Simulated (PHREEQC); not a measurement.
A solution holds 0.18 mol/kgw NiSO4, 4.3e-05 mol/kgw CaCl2 and 0.05 mol/kgw NaCl, at 25 °C. Closed to the air; pH follows from the charge balance.

All values are PHREEQC results (ion-association model, wateq4f.dat), not measurements.

No solid was allowed to form.

Question: Order these Cl species by the share of Cl that they hold, largest first: Cl-, NiCl2, NiCl+.

Answer: Cl- (94 %), NiCl+ (5.4 %), NiCl2 (0.81 %)

The pH is 5.97 and the ionic strength 0.403 mol/kgw.
